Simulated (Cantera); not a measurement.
Feed: 1 mol SiH2Cl2, 23 mol N2, at 56.0 Pa.

Method: chemical equilibrium by Gibbs-energy minimisation in Cantera with the NASA 1993 tables (ideal gas, pure condensed phases). Candidate condensed phases: NH4Cl, Si, Si3N4; 28 gas species. N2 is the only nitrogen source here; it is nearly inert below about 1500 K, so the nitride shown seldom forms there in practice. Equilibrium is a limit: real reactors are often held back by kinetics, nucleation or transport.

**Question.** What share of the Si ends up in condensed phases as a function of T (°C), at 500, 550, 600, 650, 700, 750, 800, 850, 900, 950, 1000?

**Answer.** 
```
T (°C)  Si condensed (%)        as
------  ----------------  --------
500                 84.9  Si3N4(s)
550                 85.9  Si3N4(s)
600                 86.8  Si3N4(s)
650                 87.6  Si3N4(s)
700                 88.2  Si3N4(s)
750                 88.7  Si3N4(s)
800                 89.0  Si3N4(s)
850                 88.9  Si3N4(s)
900                 88.0  Si3N4(s)
950                 85.3  Si3N4(s)
1000                79.8  Si3N4(s)
```
